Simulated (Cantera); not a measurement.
A Cantera script and what it prints.

```python
import numpy as np
import cantera as ct

gas_names = """
    H HNO HNO2 HNO3 HO2 H2 H2O H2O2 N NH NH2 NH3 NH2OH NO NO2 NO3 N2 N2H2 N2H4 N2O O OH O2 O3 Si SiH
    SiH2 SiH3 SiH4 SiN SiO SiO2 Si2 Si2N Si3
""".split()
cond_names = """
    H2O(s) H2O(L) Si(cr) Si(L) SiO2(Lqz) SiO2(hqz) SiO2(L) Si2N2O(s) Si3N4(a)
""".split()


# ... load() reads the species with a 1 bar reference pressure and builds the phases ...
atoms = {
    'Si': {'Si': 1},
    'N2O': {'N': 2, 'O': 1},
    'H2': {'H': 2},
}
top_T = {'Si2N2O(s)': 2100, 'Si3N4(a)': 2400}  # K; cautious upper limits of use, not melting points


# ... equilibrate(T, P, feed) seeds the gas with the atoms and calls Mixture.equilibrate('TP', solver="vcs", rtol=1e-11, max_steps=5000) ...
results = []
P = 101325  # Pa
for T in [975, 1050, 1125, 1200, 1275, 1350, 1425, 1500, 1575, 1650, 1725, 1800, 1875]:
    for m in [18, 32, 46, 61, 75, 89, 100]:
        feed = {'Si': 1, 'N2O': 0.12, 'H2': m}  # mol
        mix = equilibrate(T, P, feed)
        results.append((T, P, feed, dict(zip(mix.species_names, mix.species_moles))))

for T, P, feed, n in results:
    print(f"{T:7g} {feed['H2']:10.4g}  " + (" + ".join(c for c in cond_names if n.get(c, 0) > 1e-12) or "gas only"))
```

It prints:

```
    975         18  Si(cr) + Si2N2O(s)
    975         32  Si(cr) + Si2N2O(s)
    975         46  Si(cr) + Si2N2O(s)
    975         61  Si(cr) + Si2N2O(s)
    975         75  Si(cr) + Si2N2O(s)
    975         89  Si(cr) + Si2N2O(s)
    975        100  Si(cr) + Si2N2O(s)
   1050         18  Si(cr) + Si2N2O(s)
   1050         32  Si(cr) + Si2N2O(s)
   1050         46  Si(cr) + Si2N2O(s)
   1050         61  Si(cr) + Si2N2O(s)
   1050         75  Si(cr) + Si2N2O(s)
   1050         89  Si(cr) + Si2N2O(s)
   1050        100  Si(cr) + Si2N2O(s)
   1125         18  Si(cr) + Si2N2O(s)
   1125         32  Si(cr) + Si2N2O(s)
   1125         46  Si(cr) + Si2N2O(s)
   1125         61  Si(cr) + Si2N2O(s)
   1125         75  Si(cr) + Si2N2O(s)
   1125         89  Si(cr) + Si2N2O(s)
   1125        100  Si(cr) + Si2N2O(s)
   1200         18  Si(cr) + Si2N2O(s)
   1200         32  Si(cr) + Si2N2O(s)
   1200         46  Si(cr) + Si2N2O(s)
   1200         61  Si(cr) + Si2N2O(s)
   1200         75  Si(cr) + Si2N2O(s)
   1200         89  Si(cr) + Si2N2O(s)
   1200        100  Si(cr) + Si2N2O(s)
   1275         18  Si(cr) + Si2N2O(s)
   1275         32  Si(cr) + Si2N2O(s)
   1275         46  Si(cr) + Si2N2O(s)
   1275         61  Si(cr) + Si2N2O(s)
   1275         75  Si(cr) + Si2N2O(s)
   1275         89  Si(cr) + Si2N2O(s)
   1275        100  Si(cr) + Si2N2O(s)
   1350         18  Si(cr) + Si2N2O(s)
   1350         32  Si(cr) + Si2N2O(s)
   1350         46  Si(cr) + Si2N2O(s)
   1350         61  Si(cr) + Si2N2O(s)
   1350         75  Si(cr) + Si2N2O(s)
   1350         89  Si(cr) + Si2N2O(s)
   1350        100  Si(cr) + Si2N2O(s)
   1425         18  Si(cr) + Si2N2O(s)
   1425         32  Si(cr) + Si2N2O(s)
   1425         46  Si(cr) + Si2N2O(s)
   1425         61  Si(cr) + Si2N2O(s)
   1425         75  Si(cr) + Si2N2O(s)
   1425         89  Si(cr) + Si2N2O(s)
   1425        100  Si(cr) + Si2N2O(s)
   1500         18  Si(cr) + Si2N2O(s)
   1500         32  Si(cr) + Si2N2O(s)
   1500         46  Si(cr) + Si2N2O(s)
   1500         61  Si(cr) + Si2N2O(s)
   1500         75  Si(cr) + Si2N2O(s)
   1500         89  Si(cr) + Si2N2O(s)
   1500        100  Si(cr) + Si2N2O(s)
   1575         18  Si(cr) + Si2N2O(s)
   1575         32  Si(cr) + Si2N2O(s)
   1575         46  Si(cr) + Si2N2O(s)
   1575         61  Si(cr) + Si2N2O(s)
   1575         75  Si(cr) + Si2N2O(s)
   1575         89  Si(cr) + Si2N2O(s)
   1575        100  Si(cr) + Si2N2O(s)
   1650         18  Si(cr) + Si2N2O(s)
   1650         32  Si(cr) + Si2N2O(s)
   1650         46  Si(cr) + Si2N2O(s)
   1650         61  Si(cr) + Si2N2O(s)
   1650         75  Si(cr) + Si2N2O(s)
   1650         89  Si(cr) + Si2N2O(s)
   1650        100  Si(cr) + Si2N2O(s)
   1725         18  Si(L) + Si2N2O(s)
   1725         32  Si(L) + Si2N2O(s)
   1725         46  Si(L) + Si2N2O(s)
   1725         61  Si(L) + Si2N2O(s)
   1725         75  Si(L) + Si2N2O(s)
   1725         89  Si(L) + Si2N2O(s)
   1725        100  Si(L) + Si2N2O(s)
   1800         18  Si(L) + Si2N2O(s)
   1800         32  Si(L) + Si2N2O(s)
   1800         46  Si(L) + Si2N2O(s)
   1800         61  Si(L) + Si2N2O(s)
   1800         75  Si(L)
   1800         89  Si(L)
   1800        100  Si(L)
   1875         18  Si(L) + Si2N2O(s)
   1875         32  Si(L)
   1875         46  Si(L)
   1875         61  Si(L)
   1875         75  Si(L)
   1875         89  Si(L)
   1875        100  Si(L)
```

These are equilibrium values from Cantera (NASA tables, ideal gas, pure condensed phases), not measurements of a reactor. Mutual solubility and eutectic melting of coexisting phases are not modelled.
